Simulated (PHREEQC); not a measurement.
A made-up water analysis in mg/kgw, 55 °C, pH 6.71:

| constituent | mg/kgw |
|---|---|
| Na | 2780 |
| K | 268 |
| Ca | 58.2 |
| Mg | 94.1 |
| Cl | 4550 |
| S(6) as SO4 | 571 |
| Alkalinity as HCO3 | 10.1 |
| Si as SiO2 | 3.68 |
| B | 20.8 |
| Li | 0.193 |

Valence states are taken as typed.

The numbers come from PHREEQC with the Pitzer model, pitzer.dat.

Each row changes one thing in this solution. This is a speciation only: nothing precipitates in the calculation.

| case | CO2 (mol/kgw) | B(OH)4- (mol/kgw) | MgB(OH)4+ (mol/kgw) | CO3-2 (mol/kgw) | H3SiO4- (mol/kgw) | CaB(OH)4+ (mol/kgw) | SI of Gypsum (CaSO4:2H2O) | SI of SiO2(a) (SiO2) |
|---|---|---|---|---|---|---|---|---|
| as made | 4.43e-5 | 8.50e-6 | 2.27e-7 | 1.73e-7 | 1.66e-7 | 1.41e-7 | -1.58 | -1.77 |
| Cl from 4550 to 2280 mg/kgw | 4.67e-5 | 8.16e-6 | 2.14e-7 | 1.53e-7 | 1.63e-7 | 1.34e-7 | -1.51 | -1.78 |
| temperature from 55 to 45 °C at the same typed pH | 4.56e-5 | 8.44e-6 | 2.32e-7 | 1.57e-7 | 1.28e-7 | 1.45e-7 | -1.59 | -1.70 |
| pH from 6.71 to 5.71 at the same alkalinity | 0.000478 | 8.53e-7 | 2.28e-8 | 1.86e-8 | 1.66e-8 | 1.41e-8 | -1.58 | -1.77 |
| B from 20.8 to 41.6 mg/kgw | 4.18e-5 | 1.70e-5 | 4.55e-7 | 1.63e-7 | 1.66e-7 | 2.82e-7 | -1.58 | -1.77 |

Complexes and solids missing from the database can't appear. Away from 25 °C the constants follow the database's enthalpies or fits; those with neither stay at their 25 °C values.
